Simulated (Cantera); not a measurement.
Input (Python, Cantera) and output of one run.

```python
import numpy as np
import cantera as ct

gas_names = """
    B BCL BCL2 BCL3 BN B2 CL CL2 N N2
""".split()
cond_names = """
    B(b) B(L) BN(s)
""".split()


# ... load() reads the species with a 1 bar reference pressure and builds the phases ...
atoms = {
    'BCl3': {'B': 1, 'CL': 3},
    'N2': {'N': 2},
}
top_T = {'BN(s)': 3200}  # K; cautious upper limits of use, not melting points


# ... equilibrate(T, P, feed) seeds the gas with the atoms and calls Mixture.equilibrate('TP', solver="vcs", rtol=1e-11, max_steps=5000) ...
results = []
feed = {'BCl3': 1, 'N2': 2.8}  # mol
P = 5500  # Pa
for T in [1348, 1398, 1448, 1498, 1548, 1598, 1648, 1698, 1748, 1798, 1848]:
    mix = equilibrate(T, P, feed)
    results.append((T, P, feed, dict(zip(mix.species_names, mix.species_moles))))
    x = sorted(zip(gas.X, gas.species_names), reverse=True)
    print(f"T = {T:g} K  P = {P:g} Pa  gas = {mix.phase_moles(0):.4g} mol")
    print("   x: " + "  ".join(f"{s} {v:.3e}" for v, s in x if v > 1e-05))
    print("   condensed (mol): " + ("  ".join(f"{mix.phase(i).name} {mix.phase_moles(i):.4g}"
          for i in range(1, mix.n_phases) if mix.phase_moles(i) > 1e-12) or "none"))
```

Output:

```
T = 1348 K  P = 5500 Pa  gas = 3.8 mol
   x: N2 7.368e-01  BCL3 2.631e-01  CL 1.171e-04  BCL2 1.637e-05
   condensed (mol): BN(s) 0.0001328
T = 1398 K  P = 5500 Pa  gas = 3.8 mol
   x: N2 7.367e-01  BCL3 2.630e-01  CL 2.059e-04  BCL2 3.858e-05
   condensed (mol): BN(s) 0.0002188
T = 1448 K  P = 5500 Pa  gas = 3.801 mol
   x: N2 7.366e-01  BCL3 2.629e-01  CL 3.483e-04  BCL2 8.563e-05
   condensed (mol): BN(s) 0.0003405
T = 1498 K  P = 5500 Pa  gas = 3.801 mol
   x: N2 7.365e-01  BCL3 2.627e-01  CL 5.694e-04  BCL2 1.800e-04
   condensed (mol): BN(s) 0.0004986
T = 1548 K  P = 5500 Pa  gas = 3.802 mol
   x: N2 7.363e-01  BCL3 2.624e-01  CL 9.021e-04  BCL2 3.601e-04  BCL 1.032e-05
   condensed (mol): BN(s) 0.0006785
T = 1598 K  P = 5500 Pa  gas = 3.804 mol
   x: N2 7.359e-01  BCL3 2.619e-01  CL 1.389e-03  BCL2 6.890e-04  BCL 2.972e-05
   condensed (mol): BN(s) 0.0008349
T = 1648 K  P = 5500 Pa  gas = 3.807 mol
   x: N2 7.354e-01  BCL3 2.611e-01  CL 2.083e-03  BCL2 1.265e-03  BCL 8.017e-05  CL2 1.137e-05
   condensed (mol): BN(s) 0.0008635
T = 1698 K  P = 5500 Pa  gas = 3.811 mol
   x: N2 7.347e-01  BCL3 2.598e-01  CL 3.051e-03  BCL2 2.237e-03  BCL 2.036e-04  CL2 1.416e-05
   condensed (mol): BN(s) 0.0005521
T = 1748 K  P = 5500 Pa  gas = 3.817 mol
   x: N2 7.335e-01  BCL3 2.578e-01  CL 4.541e-03  BCL2 3.673e-03  BCL 4.529e-04  CL2 1.880e-05
   condensed (mol): none
T = 1798 K  P = 5500 Pa  gas = 3.827 mol
   x: N2 7.316e-01  BCL3 2.550e-01  CL 7.076e-03  BCL2 5.457e-03  BCL 8.376e-04  CL2 2.812e-05
   condensed (mol): none
T = 1848 K  P = 5500 Pa  gas = 3.842 mol
   x: N2 7.289e-01  BCL3 2.509e-01  CL 1.078e-02  BCL2 7.884e-03  BCL 1.487e-03  CL2 4.121e-05
   condensed (mol): none
```

Method: chemical equilibrium by Gibbs-energy minimisation in Cantera with the NASA 1993 tables (ideal gas, pure condensed phases). N2 is the only nitrogen source here; it is nearly inert below about 1500 K, so the nitride shown seldom forms there in practice. The tables' values for BCl2, BCl are old estimates; treat these amounts as uncertain.
